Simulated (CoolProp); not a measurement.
Saturation properties of ethylene.

Model: reference Helmholtz-energy equation of state, Smukala 2000, in CoolProp.

```
T (°C)   p (MPa)  vapour density (kg/m³)  enthalpy of vaporisation (kJ/kg)  liquid cp (kJ/(kg K))
-------  -------  ----------------------  --------------------------------  ---------------------
-106.35  0.08682                   1.810                             486.1                  2.414
-100.85   0.1200                   2.440                             478.1                  2.423
-95.25    0.1630                   3.242                             469.7                  2.436
-89.65    0.2169                   4.229                             460.9                  2.452
-84.05    0.2834                   5.429                             451.7                  2.473
-78.45    0.3642                   6.873                             442.1                  2.499
-72.85    0.4611                   8.593                             431.9                  2.531
-67.25    0.5759                   10.63                             421.2                  2.568
-61.75    0.7078                   12.97                             410.0                  2.613
-56.15    0.8636                   15.77                             397.9                  2.667
-50.55     1.043                   19.03                             384.9                  2.732
-44.95     1.248                   22.83                             371.0                  2.811
```

It boils at -103.8 °C under 1 atm.
